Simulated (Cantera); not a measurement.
A perfectly stirred reactor is fed with CO : H₂ : O₂ : N₂ : CO₂ = 1 : 0.22 : 1.2 : 4.5 : 0.96 (molar parts), at 1.20 bar; it is adiabatic with a 675 K inlet, and is followed from long to short residence time, starting on the burning branch (τ in s: 0.35, 0.16, 0.074, 0.034, 0.016, 0.0072, 0.0033, 0.0015, 0.00069, 0.00032, 0.00015, 6.7e-05, 3.1e-05).

Model: GRI-Mech 3.0 (53 species, 325 reactions), integrated in Cantera.

What does this change do: pressure from 1.20 bar to 1.01 bar?


| quantity | before | after |
|---|---|---|
| blow-out, bracketed by the residence times tried | burning at 0.320 ms, out at 0.150 ms | burning at 0.320 ms, out at 0.150 ms |
| x(CO) at τ = 0.350 s | 0.00119 | 0.00143 |
| x(H₂) at τ = 0.350 s | 3.18e-5 | 3.85e-5 |
| x(O₂) at τ = 0.350 s | 0.0814 | 0.0815 |
| x(O) at τ = 0.350 s | 0.000179 | 0.000220 |
| x(OH) at τ = 0.350 s | 0.000688 | 0.000759 |
| x(CO) at τ = 3.30 ms | 0.0168 | 0.0189 |
| x(H₂) at τ = 3.30 ms | 0.000463 | 0.000538 |
| x(O₂) at τ = 3.30 ms | 0.0871 | 0.0879 |
| x(O) at τ = 3.30 ms | 0.00272 | 0.00323 |
| x(OH) at τ = 3.30 ms | 0.00212 | 0.00224 |

What does this change do: N2 4.5 to 3.2 parts?


```csv
quantity,before,after
"blow-out, bracketed by the residence times tried","burning at 0.320 ms, out at 0.150 ms","burning at 0.150 ms, out at 67.0 µs"
x(CO) at τ = 0.350 s,0.00119,0.00216
x(H₂) at τ = 0.350 s,3.18e-5,5.11e-5
x(O₂) at τ = 0.350 s,0.0814,0.0990
x(O) at τ = 0.350 s,0.000179,0.000314
x(OH) at τ = 0.350 s,0.000688,0.00124
x(CO) at τ = 3.30 ms,0.0168,0.0216
x(H₂) at τ = 3.30 ms,0.000463,0.000545
x(O₂) at τ = 3.30 ms,0.0871,0.106
x(O) at τ = 3.30 ms,0.00272,0.00355
x(OH) at τ = 3.30 ms,0.00212,0.00332
```
